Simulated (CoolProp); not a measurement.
The numbers come from the reference Helmholtz-energy equation of state, Schroeder 2014 in CoolProp.

Task: For ethanol, give the phase and the density (kg/m³), Joule-Thomson coefficient (K/MPa), viscosity (µPa s), conductivity (mW/(m K)) at 126.85 °C and 7.37 MPa; 196.95 °C and 7.37 MPa.

Result: 
- 126.85 °C and 7.37 MPa: liquid; density 695, Joule-Thomson coefficient -0.132, viscosity 247, conductivity 151
- 196.95 °C and 7.37 MPa: liquid; density 587, Joule-Thomson coefficient 0.244, viscosity 108, conductivity 139

Viscosity comes from a separate model (Kiselev 2005). Thermal conductivity comes from a separate model (Assael 2013).
